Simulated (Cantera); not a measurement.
Input: 1 mol Si, a varied amount of Cl₂, 2.8 mol H₂, at 0.133 bar.

Points: T (K) = 748, 823, 898, 973, 1048, 1123, 1198, 1273, 1348, 1423, 1498, 1573, 1648; n(Cl2) (mol) = 0.5, 0.58, 0.67, 0.78, 0.9, 1, 1.2, 1.4, 1.6, 1.9, 2.2, 2.5.

Cantera's Mixture.equilibrate('TP', solver="vcs", rtol=1e-11, max_steps=5000) on the NASA tables stopped like this:

```
ERROR: FAILURE its = 5001!

*******************************************************************************
CanteraError thrown by MultiPhase::equilibrate:
VCS solver failed. Return code: -1
*******************************************************************************
```

**Question.** What got this run through?

**Answer.** This is not unique; one that fits is The failure is numerical, not chemical. The same input converged with solver="gibbs", rtol=1e-10, max_steps=50000, and the result passed a check of the equilibrium conditions:
```
    748        0.5  Si(cr)
    748       0.58  Si(cr)
    748       0.67  Si(cr)
    748       0.78  Si(cr)
    748        0.9  Si(cr)
    748          1  Si(cr)
    748        1.2  Si(cr)
    748        1.4  Si(cr)
    748        1.6  Si(cr)
    748        1.9  gas only
    748        2.2  gas only
    748        2.5  gas only
    823        0.5  Si(cr)
    823       0.58  Si(cr)
    823       0.67  Si(cr)
    823       0.78  Si(cr)
    823        0.9  Si(cr)
    823          1  Si(cr)
    823        1.2  Si(cr)
    823        1.4  Si(cr)
    823        1.6  Si(cr)
    823        1.9  gas only
    823        2.2  gas only
    823        2.5  gas only
    898        0.5  Si(cr)
    898       0.58  Si(cr)
    898       0.67  Si(cr)
    898       0.78  Si(cr)
    898        0.9  Si(cr)
    898          1  Si(cr)
    898        1.2  Si(cr)
    898        1.4  Si(cr)
    898        1.6  Si(cr)
    898        1.9  Si(cr)
    898        2.2  gas only
    898        2.5  gas only
    973        0.5  Si(cr)
    973       0.58  Si(cr)
    973       0.67  Si(cr)
    973       0.78  Si(cr)
    973        0.9  Si(cr)
    973          1  Si(cr)
    973        1.2  Si(cr)
    973        1.4  Si(cr)
    973        1.6  Si(cr)
    973        1.9  Si(cr)
    973        2.2  gas only
    973        2.5  gas only
   1048        0.5  Si(cr)
   1048       0.58  Si(cr)
   1048       0.67  Si(cr)
   1048       0.78  Si(cr)
   1048        0.9  Si(cr)
   1048          1  Si(cr)
   1048        1.2  Si(cr)
   1048        1.4  Si(cr)
   1048        1.6  Si(cr)
   1048        1.9  Si(cr)
   1048        2.2  gas only
   1048        2.5  gas only
   1123        0.5  Si(cr)
   1123       0.58  Si(cr)
   1123       0.67  Si(cr)
   1123       0.78  Si(cr)
   1123        0.9  Si(cr)
   1123          1  Si(cr)
   1123        1.2  Si(cr)
   1123        1.4  Si(cr)
   1123        1.6  Si(cr)
   1123        1.9  Si(cr)
   1123        2.2  gas only
   1123        2.5  gas only
   1198        0.5  Si(cr)
   1198       0.58  Si(cr)
   1198       0.67  Si(cr)
   1198       0.78  Si(cr)
   1198        0.9  Si(cr)
   1198          1  Si(cr)
   1198        1.2  Si(cr)
   1198        1.4  Si(cr)
   1198        1.6  Si(cr)
   1198        1.9  Si(cr)
   1198        2.2  gas only
   1198        2.5  gas only
   1273        0.5  Si(cr)
   1273       0.58  Si(cr)
   1273       0.67  Si(cr)
   1273       0.78  Si(cr)
   1273        0.9  Si(cr)
   1273          1  Si(cr)
   1273        1.2  Si(cr)
   1273        1.4  Si(cr)
   1273        1.6  Si(cr)
   1273        1.9  gas only
   1273        2.2  gas only
   1273        2.5  gas only
   1348        0.5  Si(cr)
   1348       0.58  Si(cr)
   1348       0.67  Si(cr)
   1348       0.78  Si(cr)
   1348        0.9  Si(cr)
   1348          1  Si(cr)
   1348        1.2  Si(cr)
   1348        1.4  Si(cr)
   1348        1.6  Si(cr)
   1348        1.9  gas only
   1348        2.2  gas only
   1348        2.5  gas only
   1423        0.5  Si(cr)
   1423       0.58  Si(cr)
   1423       0.67  Si(cr)
   1423       0.78  Si(cr)
   1423        0.9  Si(cr)
   1423          1  Si(cr)
   1423        1.2  Si(cr)
   1423        1.4  Si(cr)
   1423        1.6  Si(cr)
   1423        1.9  gas only
   1423        2.2  gas only
   1423        2.5  gas only
   1498        0.5  Si(cr)
   1498       0.58  Si(cr)
   1498       0.67  Si(cr)
   1498       0.78  Si(cr)
   1498        0.9  Si(cr)
   1498          1  Si(cr)
   1498        1.2  Si(cr)
   1498        1.4  Si(cr)
   1498        1.6  gas only
   1498        1.9  gas only
   1498        2.2  gas only
   1498        2.5  gas only
   1573        0.5  Si(cr)
   1573       0.58  Si(cr)
   1573       0.67  Si(cr)
   1573       0.78  Si(cr)
   1573        0.9  Si(cr)
   1573          1  Si(cr)
   1573        1.2  Si(cr)
   1573        1.4  Si(cr)
   1573        1.6  gas only
   1573        1.9  gas only
   1573        2.2  gas only
   1573        2.5  gas only
   1648        0.5  Si(cr)
   1648       0.58  Si(cr)
   1648       0.67  Si(cr)
   1648       0.78  Si(cr)
   1648        0.9  Si(cr)
   1648          1  Si(cr)
   1648        1.2  Si(cr)
   1648        1.4  Si(cr)
   1648        1.6  gas only
   1648        1.9  gas only
   1648        2.2  gas only
   1648        2.5  gas only
```

The gas is ideal and each condensed phase is pure. The tables' values for SiCl3 are old estimates.
